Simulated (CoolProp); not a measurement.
Model: reference Helmholtz-energy equation of state, Jacobsen 1992, in CoolProp.

Question: Give the vapour pressure (bar), vapour Z, surface tension (mN/m), liquid viscosity (µPa s) of saturated R11 at 339.5, 436.4 K.

Answer: 
| T (K) | p (bar) | vapour Z | surface tension (mN/m) | liquid viscosity (µPa s) |
|---|---|---|---|---|
| 339.5 | 3.71 | 0.910 | 12.7 | 295 |
| 436.4 | 26.2 | 0.631 | 2.40 | 115 |

Viscosity comes from a separate model (Klein 1997), an estimate that may be off by 10 % or more. Surface tension comes from a separate correlation (Mulero 2012).
